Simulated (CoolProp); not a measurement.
A single-stage vapour-compression cycle with nitrous oxide: evaporating at 200.15 K (dew point), condensing at 244.15 K (bubble point), superheat 2 K, subcooling 5 K, compressor efficiency 0.9, no pressure losses. Each further row changes one setting.

Model: reference Helmholtz-energy equation of state, Lemmon 2006, in CoolProp. It is a short technical equation, of lower accuracy than the large ones.

| case | cooling COP | pressure ratio | discharge temperature (K) | refrigerating effect (kJ/kg) | volumetric capacity (kJ/m³) |
|---|---|---|---|---|---|
| as stated | 3.30 | 5.78 | 314.7 | 288 | 1860 |
| evaporating temperature 205.15 K | 3.92 | 4.54 | 304.0 | 290 | 2350 |
| condensing temperature 239.15 K | 3.83 | 4.90 | 302.7 | 297 | 1920 |
| subcooling 10 K | 3.41 | 5.78 | 314.7 | 297 | 1920 |
| superheat 12 K | 3.22 | 5.78 | 328.4 | 296 | 1810 |
| compressor efficiency 0.8 | 2.93 | 5.78 | 325.9 | 288 | 1860 |
